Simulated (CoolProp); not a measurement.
R13 along the isobar 1260 kPa: fugacity coefficient from the reference equation and from simpler models built on Tc = 29.9 °C, pc = 3973 kPa, ω = 0.175; each cubic takes its own stable root.

Model: reference Helmholtz-energy equation of state, Platzer 1990, in CoolProp. This equation is an older, rougher fit; its heat capacities, sound speeds and derivatives of the liquid may be far off and weren't checked against measurements.

| T (°C) | phase | reference |
|---|---|---|
| -163.65 | liquid | 1.541e-5 |
| -137.55 | liquid | 0.0009678 |
| -111.35 | liquid | 0.01210 |
| -85.25 | liquid | 0.06626 |
| -59.05 | liquid | 0.2218 |
| -32.95 | liquid | 0.5318 |
| -6.75 | gas | 0.8361 |
| 19.35 | gas | 0.8805 |

How far does each simpler model (van der Waals, Peng-Robinson) lie from the reference over these 8 states: mean and median of the absolute difference, and the worst?


- van der Waals: mean 6819.5 %, median 270.6 %, worst +48576.2 % at -163.65 °C and 1260 kPa
- Peng-Robinson: mean 7.0 %, median 0.8 %, worst +45.3 % at -163.65 °C and 1260 kPa

At some of these states van der Waals gives the other phase, because its saturation line lies elsewhere.
